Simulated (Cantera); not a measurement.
Feed: 1 mol MgO, 3.5 mol C, 0.62 mol H₂, 1.7 mol CH₄, held at 1675 K and 0.100 bar.

Cantera equilibrium calculation (NASA polynomials, part measured and part estimated; ideal gas, pure solids and liquids). Candidate condensed phases: C, C₆H₆, C₇H₈, C₈H₁₈, H₂O, Mg, MgCO₃, MgO, Mg(OH)₂; 116 gas species. The tables' values for MgH are old estimates; treat these amounts as uncertain. Rates play no part.

Base state: H₂ 0.796, CO 0.102, Mg 0.101, MgH 0.000350, H 0.000328, CH₄ 7.64e-5, C₂H₂ (acetylene) 4.62e-5 (mole fractions); condensed: C(graphite) + MgO(s).

Q: What changes in the equilibrium state with this change: temperature from 1675 K to 1773.15 K?

A: 
```
species             before     after
----------------  --------  --------
H₂                   0.796     0.667
CO                   0.102     0.166
Mg                   0.101     0.166
H                 0.000328  0.000736
CH₄                7.64e-5   3.75e-5
C₂H₂ (acetylene)   4.62e-5   9.35e-5
MgH               0.000350  0.000568
C(graphite), mol      4.69      4.20
MgO(s), mol          0.487         0
```

Q: What changes in the equilibrium state with this change: MgO replaced by Cu₂O?

A: 
```json
[
 {"species": "H₂", "before": "0.796", "after": "0.799"},
 {"species": "CO", "before": "0.102", "after": "0.199"},
 {"species": "Cu", "before": "0", "after": "0.00114"},
 {"species": "Mg", "before": "0.101", "after": "0"},
 {"species": "MgH", "before": "0.000350", "after": "0"},
 {"species": "CH₄", "before": "7.64e-5", "after": "7.70e-5"},
 {"species": "C₂H₂ (acetylene)", "before": "4.62e-5", "after": "4.64e-5"},
 {"species": "H", "before": "0.000328", "after": "0.000328"},
 {"species": "C(graphite), mol", "before": "4.69", "after": "4.20"},
 {"species": "MgO(s), mol", "before": "0.487", "after": "0"},
 {"species": "Cu(l), mol", "before": "0", "after": "1.99"}
]
```
Further candidate phases: Cu, CuO, Cu(OH)₂, Cu₂O.
